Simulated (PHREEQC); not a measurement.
Leach liquor: an equilibrium model

Make-up at 20 °C: 0.15 mol HCl, 0.11 mol Al2(SO4)3 and 0.00011 mol Fe2(SO4)3 per kg of water. Closed to the air; pH follows from the charge balance.

The numbers come from PHREEQC with the ion-association model, phreeqc.dat.

| Item | Result |
|---|---|
| pH | 1.21 |
| ionic strength | 0.505 mol/kgw |
| activity of water | 0.990 |
| total alkalinity | -150 meq/kg |

```json
[
 {"species": "Cl-", "molality": "0.150", "activity": "0.0977", "log γ": "-0.186"},
 {"species": "AlSO4+", "molality": "0.140", "activity": "0.0937", "log γ": "-0.175"},
 {"species": "H+", "molality": "0.0816", "activity": "0.0624", "log γ": "-0.116"},
 {"species": "HSO4-", "molality": "0.0667", "activity": "0.0490", "log γ": "-0.133"},
 {"species": "SO4-2", "molality": "0.0435", "activity": "0.00899", "log γ": "-0.684"},
 {"species": "Al+3", "molality": "0.0390", "activity": "0.00352", "log γ": "-1.045"},
 {"species": "Al(SO4)2-", "molality": "0.0390", "activity": "0.0260", "log γ": "-0.175"},
 {"species": "AlHSO4+2", "molality": "0.00170", "activity": "0.000498", "log γ": "-0.534"},
 {"species": "FeSO4+", "molality": "0.000125", "activity": "8.51e-5", "log γ": "-0.166"},
 {"species": "FeHSO4+2", "molality": "4.89e-5", "activity": "1.43e-5", "log γ": "-0.534"}
]
```

Precipitation was switched off in this run.
